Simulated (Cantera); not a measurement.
Feed: 1 mol Si₂Cl₆, 31 mol NH₃, 5.7 mol H₂, equilibrated at 100000 Pa.

Equilibrium computed with Cantera from the NASA thermochemical tables; the gas is ideal and each condensed phase is pure. Candidate condensed phases: NH₄Cl, Si, Si₃N₄; 28 gas species. The feed counts by its element totals alone. The tables' values for SiCl₃ are old estimates; treat these amounts as uncertain. The numbers say what is thermodynamically allowed, not how fast it happens. All values below are at 1425 K.

Base state: H₂ 0.709, N₂ 0.204, HCl 0.0862, SiCl₂ 4.23e-5, SiCl₄ 2.99e-5, NH₃ 2.12e-5, SiHCl₃ 1.93e-5, SiCl₃ 1.79e-5 (mole fractions); condensed: Si₃N₄(s).

Problem. What changes in the equilibrium state with this change: Si₂Cl₆ replaced by SiCl₄?

Solution. 
```json
[
 {"species": "H₂", "before": "0.709", "after": "0.727"},
 {"species": "N₂", "before": "0.204", "after": "0.215"},
 {"species": "HCl", "before": "0.0862", "after": "0.0579"},
 {"species": "SiCl₂", "before": "4.23e-5", "after": "1.80e-5"},
 {"species": "SiCl₄", "before": "2.99e-5", "after": "5.59e-6"},
 {"species": "SiCl₃", "before": "1.79e-5", "after": "5.05e-6"},
 {"species": "SiHCl₃", "before": "1.93e-5", "after": "5.50e-6"},
 {"species": "NH₃", "before": "2.12e-5", "after": "2.26e-5"},
 {"species": "Si₃N₄(s), mol", "before": "0.664", "after": "0.333"}
]
```
